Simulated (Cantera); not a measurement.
Input: 1 mol Al, 2.8 mol N2O, 43 mol H2, equilibrated at 1723.15 K and 1.88 Torr.

These are equilibrium values from Cantera (NASA tables, ideal gas, pure condensed phases), not measurements of a reactor. Candidate condensed phases: Al, AlN, Al2O3, H2O; 35 gas species. Rates play no part.

Base state: H2 0.907, N2 0.0610, H2O 0.0283, H 0.00348 (mole fractions); condensed: Al2O3(s).

Problem. What changes in the equilibrium state with this change: pressure from 1.88 Torr to 50.3 Torr?

Solution. 
```json
[
 {"species": "H2", "before": "0.907", "after": "0.910"},
 {"species": "N2", "before": "0.0610", "after": "0.0611"},
 {"species": "H2O", "before": "0.0283", "after": "0.0284"},
 {"species": "H", "before": "0.00348", "after": "0.000673"},
 {"species": "Al2O3(s), mol", "before": "0.500", "after": "0.500"}
]
```
